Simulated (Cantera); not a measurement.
A perfectly stirred reactor is fed with CO : O2 : H2O : N2 = 0.0033 : 0.0036 : 0.00044 : 1 (molar parts), at 1.60 bar; it is held at 1300 K, and followed from long to short residence time.

Cantera simulation using GRI-Mech 3.0 (53 species, 325 reactions); the numbers are that mechanism's predictions, not measurements.

x: mole fraction; the columns are a selection and need not sum to one.

| τ (s) | x CO | x O2 | x H2O | x HO2 | x NO2 |
|---|---|---|---|---|---|
| 1.3 | 0.000112 | 0.00199 | 0.000433 | [?] | 1.31e-8 |
| 0.54 | 0.000201 | 0.00203 | 0.000431 | [?] | 7.71e-9 |
| 0.23 | 0.000349 | 0.00210 | 0.000428 | [?] | 4.31e-9 |
| 0.098 | 0.000589 | 0.00222 | 0.000423 | [?] | 2.40e-9 |
| 0.042 | 0.000955 | 0.00239 | 0.000417 | [?] | 1.38e-9 |
| 0.018 | 0.00147 | 0.00264 | 0.000411 | [?] | 8.01e-10 |
| 0.0076 | 0.00210 | 0.00294 | 0.000407 | 8.03e-7 | 4.06e-10 |
| 0.0032 | 0.00271 | 0.00324 | 0.000411 | 8.29e-7 | 1.36e-10 |

**Question.** Some entries are withheld; supply them.

**Answer.** 
- 1.3, x HO2: 2.26e-7
- 0.54, x HO2: 3.13e-7
- 0.23, x HO2: 4.07e-7
- 0.098, x HO2: 5.08e-7
- 0.042, x HO2: 6.12e-7
- 0.018, x HO2: 7.15e-7
